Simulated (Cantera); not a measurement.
# Pyrogenic steam for wet oxidation

An isothermal, constant-pressure homogeneous reactor starts with H2 : O2 : N2 = 1 : 1 : 6.9 (molar parts), equivalence ratio 0.50, at 898 K and 77000 Pa.

Computed with Cantera and GRI-Mech 3.0 (53 species, 325 reactions). Below about 950 K walls govern HO2 and H2O2 in real vessels. The temperature is held fixed by assumption; the heat of reaction is taken as removed at once.

| t (s) | x H2 | x O2 | x N2O | x NO | x OH | x O |
|---|---|---|---|---|---|---|
| 3.00e-5 | 0.112 | 0.112 | <1e-12 | <1e-12 | <1e-12 | <1e-12 |
| 6.63e-5 | 0.112 | 0.112 | <1e-12 | <1e-12 | <1e-12 | 1.51e-12 |
| 0.000147 | 0.112 | 0.112 | <1e-12 | <1e-12 | <1e-12 | 2.17e-12 |
| 0.000324 | 0.112 | 0.112 | <1e-12 | <1e-12 | <1e-12 | 2.43e-12 |
| 0.000717 | 0.112 | 0.112 | <1e-12 | <1e-12 | <1e-12 | 2.51e-12 |
| 0.00158 | 0.112 | 0.112 | <1e-12 | <1e-12 | <1e-12 | 2.65e-12 |
| 0.00350 | 0.112 | 0.112 | <1e-12 | <1e-12 | <1e-12 | 2.99e-12 |
| 0.00775 | 0.112 | 0.112 | <1e-12 | <1e-12 | <1e-12 | 3.87e-12 |
| 0.0171 | 0.112 | 0.112 | <1e-12 | <1e-12 | 1.62e-12 | 6.53e-12 |
| 0.0379 | 0.112 | 0.112 | <1e-12 | <1e-12 | 4.80e-12 | 1.86e-11 |
| 0.0837 | 0.112 | 0.112 | <1e-12 | <1e-12 | 3.98e-11 | 1.44e-10 |
| 0.185 | 0.112 | 0.112 | 7.33e-12 | <1e-12 | 1.06e-9 | 2.93e-9 |
| 0.409 | 0.109 | 0.111 | 2.32e-10 | <1e-12 | 3.33e-8 | 5.81e-8 |
| 0.905 | 0.0894 | 0.101 | 1.39e-9 | 1.14e-12 | 3.92e-8 | 5.53e-8 |
| 2.00 | 0.0604 | 0.0877 | 3.53e-9 | 1.89e-12 | 3.58e-8 | 4.23e-8 |
x: mole fraction; the columns are a selection and need not sum to one.

Equilibrium at this temperature and pressure: H2 1.66e-12, O2 0.0595, N2O 4.07e-10, NO 4.91e-6, OH 1.07e-8, O 1.40e-12 (gas phase only).
